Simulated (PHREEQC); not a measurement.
Ca(OH)2 is added in steps, without added water, to 1 kg of water holding 0.18 mol/kgw NaHCO3, 0.0044 mol/kgw NaF and 3.1e-05 mol/kgw LiCl, at 20 °C. Oxygen alone is held at its pressure in air (log pO2 = -0.68). The system is closed to CO2. Solids allowed: Aragonite, Fluorite, Halite. Others were left out.

Base run: PHREEQC, ion-association model, phreeqc.dat. Each further column changes one thing. The table gives Ca in solution (mol/kgw).

```json
[
 {"Ca(OH)2 added (mol)": "0", "base": "0", "NaF from 0.0044 to 0.00396 mol/kgw": "0", "NaHCO3 from 0.18 to 0.162 mol/kgw": "0", "temperature from 20 to 75 °C": "0"},
 {"Ca(OH)2 added (mol)": "0.0125", "base": "1.71e-5", "NaF from 0.0044 to 0.00396 mol/kgw": "1.71e-5", "NaHCO3 from 0.18 to 0.162 mol/kgw": "1.61e-5", "temperature from 20 to 75 °C": "2.79e-5"},
 {"Ca(OH)2 added (mol)": "0.025", "base": "1.21e-5", "NaF from 0.0044 to 0.00396 mol/kgw": "1.21e-5", "NaHCO3 from 0.18 to 0.162 mol/kgw": "1.15e-5", "temperature from 20 to 75 °C": "1.98e-5"},
 {"Ca(OH)2 added (mol)": "0.03125", "base": "1.10e-5", "NaF from 0.0044 to 0.00396 mol/kgw": "1.10e-5", "NaHCO3 from 0.18 to 0.162 mol/kgw": "1.06e-5", "temperature from 20 to 75 °C": "1.77e-5"},
 {"Ca(OH)2 added (mol)": "0.04375", "base": "9.76e-6", "NaF from 0.0044 to 0.00396 mol/kgw": "9.75e-6", "NaHCO3 from 0.18 to 0.162 mol/kgw": "9.49e-6", "temperature from 20 to 75 °C": "1.51e-5"},
 {"Ca(OH)2 added (mol)": "0.05625", "base": "9.07e-6", "NaF from 0.0044 to 0.00396 mol/kgw": "9.06e-6", "NaHCO3 from 0.18 to 0.162 mol/kgw": "8.87e-6", "temperature from 20 to 75 °C": "1.36e-5"},
 {"Ca(OH)2 added (mol)": "0.06875", "base": "8.62e-6", "NaF from 0.0044 to 0.00396 mol/kgw": "8.62e-6", "NaHCO3 from 0.18 to 0.162 mol/kgw": "8.48e-6", "temperature from 20 to 75 °C": "1.27e-5"},
 {"Ca(OH)2 added (mol)": "0.075", "base": "8.46e-6", "NaF from 0.0044 to 0.00396 mol/kgw": "8.46e-6", "NaHCO3 from 0.18 to 0.162 mol/kgw": "8.33e-6", "temperature from 20 to 75 °C": "1.24e-5"},
 {"Ca(OH)2 added (mol)": "0.0875", "base": "8.21e-6", "NaF from 0.0044 to 0.00396 mol/kgw": "8.21e-6", "NaHCO3 from 0.18 to 0.162 mol/kgw": "8.40e-6", "temperature from 20 to 75 °C": "1.20e-5"},
 {"Ca(OH)2 added (mol)": "0.1", "base": "8.43e-6", "NaF from 0.0044 to 0.00396 mol/kgw": "8.43e-6", "NaHCO3 from 0.18 to 0.162 mol/kgw": "8.87e-6", "temperature from 20 to 75 °C": "1.21e-5"}
]
```

 At this temperature some constants are extrapolated from 25 °C, and those without enthalpy data are left unchanged.
